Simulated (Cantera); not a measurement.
Mixture: H₂ : O₂ : N₂ = 1 : 0.794 : 4.21 (molar parts), equivalence ratio 0.63, at 100000 Pa, adiabatic and at constant volume. Ignition delay is the time to a rise of 400 K.

Detailed kinetics in Cantera: GRI-Mech 3.0 (53 species, 325 reactions). Where the delays flatten at high temperature, the 400 K rule measures the pace of heat release, not the induction time.

Q: What does this change do: O2 0.794 to 0.29 parts?

A: 
| quantity | before | after |
|---|---|---|
| delay at 1250 K | 47.6 µs | 0.105 ms |
| delay at 1400 K | 29.8 µs | 73.0 µs |
| delay at 1550 K | 24.3 µs | 67.2 µs |
| delay at 1700 K | 24.2 µs | 73.4 µs |
| delay at 1850 K | 27.2 µs | 87.1 µs |

Q: What does this change do: pressure from 100000 Pa to 44000 Pa?

A: 
```tsv
quantity	before	after
delay at 1250 K	47.6 µs	0.120 ms
delay at 1400 K	29.8 µs	88.9 µs
delay at 1550 K	24.3 µs	86.7 µs
delay at 1700 K	24.2 µs	99.2 µs
delay at 1850 K	27.2 µs	0.122 ms
```
